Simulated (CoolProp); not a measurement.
A closed Brayton cycle with carbon dioxide: compressor inlet 318.15 K and 9 MPa, high pressure 17.7 MPa, turbine inlet 990 K, compressor efficiency 0.89, turbine efficiency 0.9, recuperator effectiveness 0.95 (on enthalpy, no pinch check). Each further row changes one setting.

Values from CoolProp's reference Helmholtz-energy equation of state, Span 1996.

```csv
case,thermal efficiency (%),net work (kJ/kg),compressor to turbine work,compressor exit (K),turbine exit (K)
as stated,38.7,87.0,0.21,362.3,897.8
turbine inlet 940 K,37.6,81.0,0.23,362.3,851.0
compressor inlet 328.15 K,39.1,80.4,0.27,381.9,897.8
high pressure 15 MPa,35.5,67.4,0.20,351.5,919.9
recuperator effectiveness 0.5,17.0,87.0,0.21,362.3,897.8
```
